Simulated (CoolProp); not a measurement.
A simple Rankine cycle with R124: condensing at 321.15 K, boiler at 3.06 MPa, turbine inlet 469 K, turbine efficiency 0.8, pump efficiency 0.8, no recuperator. Each further row changes one setting.

Computed with CoolProp (reference Helmholtz-energy equation of state, de Vries 1995).

| case | thermal efficiency (%) | net work (kJ/kg) | heat in (kJ/kg) | turbine exit temperature (K) | volume ratio over the turbine |
|---|---|---|---|---|---|
| as stated | 10.1 | 25.1 | 249 | 424.7 | 4.28 |
| condensing temperature 313.15 K | 11.3 | 29.1 | 259 | 419.1 | 5.29 |
| boiler pressure 2.14 MPa | 7.8 | 20.1 | 256 | 437.6 | 2.92 |
| turbine efficiency 0.7 | 8.7 | 21.7 | 249 | 428.4 | 4.32 |
